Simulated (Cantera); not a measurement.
Charge: 1 mol B2H6, 0.77 mol O2, 30 mol H2, held at 2075 K and 13300 Pa.

Cantera equilibrium calculation (NASA polynomials, part measured and part estimated; ideal gas, pure solids and liquids). Candidate condensed phases: B, B2O3, B3O3H3, H2O; 23 gas species. The feed counts by its element totals alone. The tables' values for BH2 are old estimates; treat these amounts as uncertain. Gases not in the tables: B2H6 and higher boranes. The numbers say what is thermodynamically allowed, not how fast it happens.

Base state: H2 0.950, HBO 0.0351, H 0.00711, BO 0.00355, B2O2 0.00316, BH2 0.000673, HBO2 9.41e-5, B2O 6.27e-5 (mole fractions); condensed: B(s).

Problem. What changes in the equilibrium state with this change: H2 from 30 to 100 mol?

Solution. 
```tsv
species	before	after
H2	0.950	0.978
HBO	0.0351	0.0127
H	0.00711	0.00721
B2O2	0.00316	0.000400
B2O3	5.70e-5	2.57e-6
HBO2	9.41e-5	1.21e-5
B2O	6.27e-5	2.23e-5
BO	0.00355	0.00126
H2O	1.82e-5	6.67e-6
B(s), mol	0.440	0.386
```
